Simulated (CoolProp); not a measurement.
Vapour-liquid equilibrium of C2F6 (R116) (1) + R134a (2) at 4.86 bar; x and y are mole fractions of (1).

Model: multi-fluid Helmholtz-energy mixture model, Lemmon 2006 and Tillner-Roth 1994; pair parameters Bell 2016, in CoolProp.

```json
[
 {"x": "0.05", "bubble temperature (K)": "272.3", "y at the bubble point": "0.411", "dew temperature at overall composition x (K)": "286.3", "liquid density (mol/L)": "12.48"},
 {"x": "0.15", "bubble temperature (K)": "252.3", "y at the bubble point": "0.743", "dew temperature at overall composition x (K)": "282.9", "liquid density (mol/L)": "12.68"},
 {"x": "0.25", "bubble temperature (K)": "243.3", "y at the bubble point": "0.836", "dew temperature at overall composition x (K)": "279.1", "liquid density (mol/L)": "12.53"},
 {"x": "0.35", "bubble temperature (K)": "239.2", "y at the bubble point": "0.871", "dew temperature at overall composition x (K)": "275.0", "liquid density (mol/L)": "12.25"},
 {"x": "0.45", "bubble temperature (K)": "237.2", "y at the bubble point": "0.887", "dew temperature at overall composition x (K)": "270.5", "liquid density (mol/L)": "11.91"},
 {"x": "0.55", "bubble temperature (K)": "235.9", "y at the bubble point": "0.898", "dew temperature at overall composition x (K)": "265.3", "liquid density (mol/L)": "11.57"},
 {"x": "0.65", "bubble temperature (K)": "234.9", "y at the bubble point": "0.909", "dew temperature at overall composition x (K)": "259.2", "liquid density (mol/L)": "11.24"},
 {"x": "0.75", "bubble temperature (K)": "233.8", "y at the bubble point": "0.922", "dew temperature at overall composition x (K)": "251.7", "liquid density (mol/L)": "10.94"},
 {"x": "0.85", "bubble temperature (K)": "232.5", "y at the bubble point": "0.943", "dew temperature at overall composition x (K)": "241.7", "liquid density (mol/L)": "10.69"},
 {"x": "0.95", "bubble temperature (K)": "231.0", "y at the bubble point": "0.976", "dew temperature at overall composition x (K)": "232.1", "liquid density (mol/L)": "10.48"}
]
```

No azeotrope shows between x = 0.05 and 0.95.

Pair parameters are fitted to limited data, so mixtures are less certain than the pure fluids. With so large a gap from Raoult's law the liquid may split in two, which this calculation doesn't test in full.
